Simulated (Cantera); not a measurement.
Input: 1 mol HMDSO, 2.1 mol N2O, 0.81 mol H2, 10 mol CO2, equilibrated at 75.0 Torr.

Equilibrium computed with Cantera from the NASA thermochemical tables; the gas is ideal and each condensed phase is pure. Candidate condensed phases: C, C6H6, C7H8, C8H18, H2O, Si, SiC, SiO2, Si2N2O, Si3N4; 151 gas species. The feed counts by its element totals alone. The tables hold silica as quartz up to 1696 K and as liquid above; real silica turns to tridymite and cristobalite and melts near 1996 K. Kinetics and transport are ignored.

Question: Which condensed phases are stable at each of these points (T (K)): 750, 900, 1050, 1200, 1350, 1500, 1650?

Answer: 
| T (K) | condensed phases | Si condensed (%) |
|---|---|---|
| 750 | C(graphite) + SiO2(α-quartz) | 100.0 |
| 900 | C(graphite) + SiO2(β-quartz) | 100.0 |
| 1050 | SiO2(β-quartz) | 100.0 |
| 1200 | SiO2(β-quartz) | 100.0 |
| 1350 | SiO2(β-quartz) | 100.0 |
| 1500 | SiO2(β-quartz) | 100.0 |
| 1650 | SiO2(β-quartz) | 100.0 |

At 750 K the condensed part is C(graphite) + SiO2(α-quartz). At 900 K the condensed part is C(graphite) + SiO2(β-quartz). From 1050 K to 1650 K the condensed part is SiO2(β-quartz).
